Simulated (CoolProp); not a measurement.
Vapour-liquid equilibrium of R125 (1) + n-butane (2) at 230.7 K; x and y are mole fractions of (1).

Values from CoolProp's multi-fluid Helmholtz-energy mixture model, Lemmon 2005 and Bücker 2006; pair parameters Bell 2016.

Question: Give the bubble pressure and the first vapour's composition at x = 0.05, 0.2, 0.35. Is there an azeotrope?

Answer: x = 0.05: 0.4963 bar, y = 0.713; x = 0.2: 1.051 bar, y = 0.875; x = 0.35: 1.210 bar, y = 0.896. No azeotrope shows between x = 0.05 and 0.95.

The pair parameters rest on a limited set of measurements; away from them the model extrapolates. With so large a gap from Raoult's law the liquid may split in two, which this calculation doesn't test in full.
